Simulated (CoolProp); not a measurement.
Fluorine along the isobar 1680 kPa: fugacity coefficient from the reference equation and from simpler models built on Tc = 144.4 K, pc = 5240 kPa, ω = 0.045; each cubic takes its own stable root.

Model: reference Helmholtz-energy equation of state, de Reuck 1990, in CoolProp.

| T (K) | phase | reference | van der Waals | Redlich-Kwong | Soave-Redlich-Kwong | Peng-Robinson |
|---|---|---|---|---|---|---|
| 84.4 | liquid | 0.05741 | 0.2297 | 0.04983 | 0.05838 | 0.05984 |
| 108.1 | liquid | 0.4216 | 0.7362 | 0.4273 | 0.4301 | 0.4246 |
| 131.9 | gas | 0.8618 | 0.8822 | 0.8609 | 0.8604 | 0.8492 |
| 155.7 | gas | 0.9178 | 0.9214 | 0.9139 | 0.9145 | 0.9042 |
| 179.4 | gas | 0.9478 | 0.9451 | 0.9438 | 0.9455 | 0.9364 |
| 203.2 | gas | 0.9656 | 0.9606 | 0.9622 | 0.9647 | 0.9567 |
| 226.9 | gas | 0.9767 | 0.9710 | 0.9739 | 0.9771 | 0.9700 |
| 250.7 | gas | 0.9842 | 0.9785 | 0.9819 | 0.9854 | 0.9791 |
| 274.5 | gas | 0.9894 | 0.9839 | 0.9874 | 0.9911 | 0.9855 |
